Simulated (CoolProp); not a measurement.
Ammonia at 232.42 K and 17.6 MPa flows at 5.2 m/s in a round tube of 6 mm bore and 15 µm roughness, fully developed (64/Re and Nu = 3.66 if laminar; Colebrook and Gnielinski if turbulent). Each further row changes one setting.

Computed with CoolProp (reference Helmholtz-energy equation of state, Gao 2020).

```tsv
case	Reynolds number	Darcy friction factor	pressure drop (Pa/m)	heat-transfer coefficient (W/(m² K))	mass flow (kg/h)
as stated	71100	0.0269	42300	38000	370
velocity 10.4 m/s	142000	0.0259	163000	74200	740
diameter 12 mm	142000	0.0224	17600	32700	1480
```

Viscosity comes from a separate model (Fenghour 1995). Thermal conductivity comes from a separate model (Tufeu 1984).
